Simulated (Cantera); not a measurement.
A closed system holds: 1 mol Cu₂O, 0.94 mol C, 0.42 mol CO, held at 1400 °C and 0.00110 bar.

These are equilibrium values from Cantera (NASA tables, ideal gas, pure condensed phases), not measurements of a reactor. Candidate condensed phases: C, Cu, CuO, Cu₂O; 15 gas species. Equilibrium is a limit: real reactors are often held back by kinetics, nucleation or transport.

Base state: CO 0.859, Cu 0.101, CO₂ 0.0397, Cu₂ 0.000107 (mole fractions); condensed: Cu(l).

Task: What changes in the equilibrium state with this change: temperature from 1400 °C to 600 °C?

Result: 
```tsv
species	before	after
CO	0.859	0.956
CO₂	0.0397	0.0441
Cu	0.101	<1e-9
Cu₂	0.000107	<1e-9
Cu(l), mol	1.85	0
Cu(s), mol	0	2.00
```
